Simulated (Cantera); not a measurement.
A closed system holds: 1 mol TiCl4, 0.14 mol O2, equilibrated at 0.100 bar.

Cantera equilibrium calculation (NASA polynomials, part measured and part estimated; ideal gas, pure solids and liquids). Candidate condensed phases: Ti, TiCl2, TiCl3, TiCl4, TiO, TiO2, Ti2O3, Ti3O5, Ti4O7; 15 gas species. The tables' values for TiCl2 are old estimates; treat these amounts as uncertain. Rates play no part. All values below are at 2023 K.

Base state: TiCl4 0.491, Cl 0.397, TiCl3 0.0733, Cl2 0.0243, TiOCl2 0.0143, TiCl2 0.000106, O2 2.62e-5, O 1.29e-5 (mole fractions); condensed: TiO2(rutile).

Task: What changes in the equilibrium state with this change: 0.67 mol H2O added?

Result: 
| species | before | after |
|---|---|---|
| HCl | 0 | 0.532 |
| Cl | 0.397 | 0.245 |
| TiCl4 | 0.491 | 0.165 |
| Cl2 | 0.0243 | 0.00924 |
| TiCl3 | 0.0733 | 0.0399 |
| TiOCl2 | 0.0143 | 0.00830 |
| H2O | 0 | 0.000292 |
| H2 | 0 | 9.42e-5 |
| H | 0 | 5.83e-5 |
| TiO2(rutile), mol | 0.129 | 0.464 |
Further candidate phases: H2O.
